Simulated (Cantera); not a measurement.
Charge: 1 mol B, 0.17 mol NH3, at 1950 °C and 0.133 bar.

Equilibrium computed with Cantera from the NASA thermochemical tables; the gas is ideal and each condensed phase is pure. Candidate condensed phases: B, BN; 15 gas species. Mutual solubility and eutectic melting of coexisting phases are not modelled. The tables' values for BH2 are old estimates; treat these amounts as uncertain. Gases not in the tables: B2H6 and higher boranes. Rates play no part.

Base state: H2 0.964, N2 0.0176, H 0.0172, BH2 0.00142, B 2.80e-5, BH3 2.07e-5, BH 1.10e-5 (mole fractions); condensed: B(s) + BN(s).

Task: What changes in the equilibrium state with this change: temperature from 1950 °C to 1575 °C?

Result: 
| species | before | after |
|---|---|---|
| H2 | 0.964 | 0.998 |
| H | 0.0172 | 0.00145 |
| BH2 | 0.00142 | 0.000181 |
| N2 | 0.0176 | 7.58e-5 |
| B | 2.80e-5 | 6.47e-8 |
| BH | 1.10e-5 | 9.88e-8 |
| BH3 | 2.07e-5 | 8.51e-6 |
| B(s), mol | 0.839 | 0.830 |
| BN(s), mol | 0.161 | 0.170 |
